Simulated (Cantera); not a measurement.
An adiabatic, constant-volume homogeneous reactor starts with CH4 : CO : O2 : N2 : H2O = 1 : 0.49 : 1.12 : 8.08 : 0.75 (molar parts), equivalence ratio 2.0, at 1375 K and 10.0 bar. Integrator tolerance rtol = 1e-08.

Detailed kinetics in Cantera: GRI-Mech 3.0 (53 species, 325 reactions).

Problem. What does this change do: pressure from 10.0 bar to 1.01 bar?

Solution. 
```tsv
quantity	before	after
time of steepest temperature rise	2.44 ms	15.4 ms
temperature at 2.00 s	2331 K	2316 K
equilibrium temperature	2331 K	2316 K
x(CH4) at 2.00 s	1.06e-9 (gas-phase equilibrium 1.18e-9)	1.13e-11 (gas-phase equilibrium 1.28e-11)
x(CO) at 2.00 s	0.0950 (gas-phase equilibrium 0.0950)	0.0948 (gas-phase equilibrium 0.0948)
x(O2) at 2.00 s	8.11e-7 (gas-phase equilibrium 8.11e-7)	6.81e-6 (gas-phase equilibrium 6.81e-6)
x(NO2) at 2.00 s	2.71e-10 (gas-phase equilibrium 2.71e-10)	7.13e-10 (gas-phase equilibrium 7.13e-10)
x(HCN) at 2.00 s	5.65e-7 (gas-phase equilibrium 5.65e-7)	5.68e-8 (gas-phase equilibrium 5.68e-8)
```

Problem. What does this change do: 0.73 parts CO2 added?

Solution. 
| quantity | before | after |
|---|---|---|
| time of steepest temperature rise | 2.44 ms | 2.71 ms |
| temperature at 2.00 s | 2331 K | 2229 K |
| equilibrium temperature | 2331 K | 2229 K |
| x(CH4) at 2.00 s | 1.06e-9 (gas-phase equilibrium 1.18e-9) | 5.10e-10 (gas-phase equilibrium 5.60e-10) |
| x(CO) at 2.00 s | 0.0950 (gas-phase equilibrium 0.0950) | 0.114 (gas-phase equilibrium 0.114) |
| x(O2) at 2.00 s | 8.11e-7 (gas-phase equilibrium 8.11e-7) | 7.47e-7 (gas-phase equilibrium 7.47e-7) |
| x(NO2) at 2.00 s | 2.71e-10 (gas-phase equilibrium 2.71e-10) | 2.17e-10 (gas-phase equilibrium 2.17e-10) |
| x(HCN) at 2.00 s | 5.65e-7 (gas-phase equilibrium 5.65e-7) | 3.06e-7 (gas-phase equilibrium 3.06e-7) |
